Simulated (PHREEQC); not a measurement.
Synthetic water in mmol/kgw, 20 °C, pH 5.94, pe 12.6:

| constituent | mmol/kgw |
|---|---|
| Na | 1.28 |
| K | 3.14 |
| Ca | 4.01 |
| Mg | 0.552 |
| Cl | 6.2 |
| S(6) | 3.06 |
| Alkalinity (meq/kgw) | 1.85 |
| Sr | 0.0086 |
| Br | 0.00264 |

Valence states are taken as typed.

Computed with PHREEQC (ion-association model, phreeqc.dat).

No solid was allowed to form.

Problem. Predict the ionic strength.

Solution. ionic strength 0.0190 mol/kgw.

Problem. In which forms is C present?

Solution. CO2 70 %, HCO3- 29 %, CaHCO3+ 0.7 % of the C.
